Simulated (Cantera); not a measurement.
## Thermodynamics of silicon epitaxy and polysilicon growth, feed Si2H6 + N2

Charge: 1 mol Si2H6, 3.6 mol N2, held at 1625 K.

Equilibrium computed with Cantera from the NASA thermochemical tables; the gas is ideal and each condensed phase is pure. Candidate condensed phases: Si, Si3N4; 18 gas species. The feed counts by its element totals alone. Mutual solubility and eutectic melting of coexisting phases are not modelled. Rates play no part.

| P (Pa) | log p H2 | log p N2 | log p H | log p Si | log p NH3 | log p SiH | n Si(s) | n Si3N4(s) |
|---|---|---|---|---|---|---|---|---|
| 100 | -3.27 | -3.34 | -5.78 | -6.79 | -10.93 | -8.12 | 0.395 | 0.535 |
| 230 | -2.88 | -3.00 | -5.59 | -7.01 | -10.19 | -8.15 | 0 | 0.667 |
| 540 | -2.51 | -2.63 | -5.41 | -7.26 | -9.44 | -8.22 | 0 | 0.667 |
| 1300 | -2.13 | -2.25 | -5.22 | -7.51 | -8.68 | -8.28 | 0 | 0.667 |
| 2900 | -1.78 | -1.90 | -5.04 | -7.75 | -7.98 | -8.34 | 0 | 0.667 |
| 6800 | -1.41 | -1.53 | -4.86 | -7.99 | -7.24 | -8.40 | 0 | 0.667 |
| 16000 | -1.04 | -1.16 | -4.67 | -8.24 | -6.50 | -8.46 | 0 | 0.667 |
| 37000 | -0.68 | -0.80 | -4.49 | -8.48 | -5.77 | -8.52 | 0 | 0.667 |
| 86000 | -0.31 | -0.43 | -4.31 | -8.73 | -5.04 | -8.58 | 0 | 0.667 |
| 200000 | 0.06 | -0.07 | -4.12 | -8.97 | -4.31 | -8.64 | 0 | 0.667 |
log p: log10 of the partial pressure in bar; n: condensed amount in mol.

At 1.00 mbar the condensed part is Si(s) + Si3N4(s). From 2.30 mbar to 2.00 bar the condensed part is Si3N4(s). The main Si-bearing gas is Si at 1.00 mbar and SiH2 at 2.00 bar.
